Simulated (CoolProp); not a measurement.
Vapour-liquid equilibrium of ethane (1) + n-perfluorobutane (2) at 232.7 K; x and y are mole fractions of (1).

Values from CoolProp's multi-fluid Helmholtz-energy mixture model, Bücker 2006 and Gao 2022; pair parameters Bell 2016.

### Question
Give the bubble pressure and the first vapour's composition at x = 0.25, 0.75, 0.95. Is there an azeotrope?

### Answer
x = 0.25: 378.0 kPa, y = 0.961; x = 0.75: 618.4 kPa, y = 0.982; x = 0.95: 727.8 kPa, y = 0.995. No azeotrope shows between x = 0.05 and 0.95.

Pair parameters are fitted to limited data, so mixtures are less certain than the pure fluids. With so large a gap from Raoult's law the liquid may split in two, which this calculation doesn't test in full.
